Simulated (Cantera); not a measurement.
Charge: 1 mol c-C4F8, 0.052 mol F2, 0.1 mol H2, held at 1.00 bar.

Cantera equilibrium calculation (NASA polynomials, part measured and part estimated; ideal gas, pure solids and liquids). Candidate condensed phases: C, C6H6, C7H8, C8H18; 110 gas species. Ions and electrons are included (thermal ionisation). The feed counts by its element totals alone. Gases not in the tables: C2F6 and larger saturated fluorocarbons. Rates play no part.

Task: What share of the C ends up in condensed phases as a function of T (K), at 2000, 2250, 2500, 2750, 3000, 3250, 3500, 3750, 4000, 4250, 4500, 4750, 5000?

Result: 
```tsv
T (K)	C condensed (%)	as
2000	50.3	C(graphite)
2250	48.8	C(graphite)
2500	43.2	C(graphite)
2750	30.9	C(graphite)
3000	23.3	C(graphite)
3250	26.9	C(graphite)
3500	17.0	C(graphite)
3750	0.0	-
4000	0.0	-
4250	0.0	-
4500	0.0	-
4750	0.0	-
5000	0.0	-
```
